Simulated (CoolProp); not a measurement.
Aqueous propylene glycol as a coolant, 18 % by mass, freezing at -6.2 °C, 1 atm.

The numbers come from the Melinder's fits for secondary coolants in CoolProp.

```json
[
 {"T (°C)": "-5.2", "density (kg/m³)": "1018", "Prandtl number": "41.1", "viscosity (mPa s)": "4.93", "conductivity (W/(m K))": "0.474"},
 {"T (°C)": "1.6", "density (kg/m³)": "1018", "Prandtl number": "30.2", "viscosity (mPa s)": "3.67", "conductivity (W/(m K))": "0.482"},
 {"T (°C)": "8.5", "density (kg/m³)": "1016", "Prandtl number": "22.7", "viscosity (mPa s)": "2.80", "conductivity (W/(m K))": "0.490"},
 {"T (°C)": "15.4", "density (kg/m³)": "1014", "Prandtl number": "17.6", "viscosity (mPa s)": "2.19", "conductivity (W/(m K))": "0.497"},
 {"T (°C)": "22.2", "density (kg/m³)": "1012", "Prandtl number": "14.0", "viscosity (mPa s)": "1.77", "conductivity (W/(m K))": "0.505"},
 {"T (°C)": "29.1", "density (kg/m³)": "1010", "Prandtl number": "11.4", "viscosity (mPa s)": "1.45", "conductivity (W/(m K))": "0.512"},
 {"T (°C)": "36", "density (kg/m³)": "1007", "Prandtl number": "9.42", "viscosity (mPa s)": "1.21", "conductivity (W/(m K))": "0.519"}
]
```
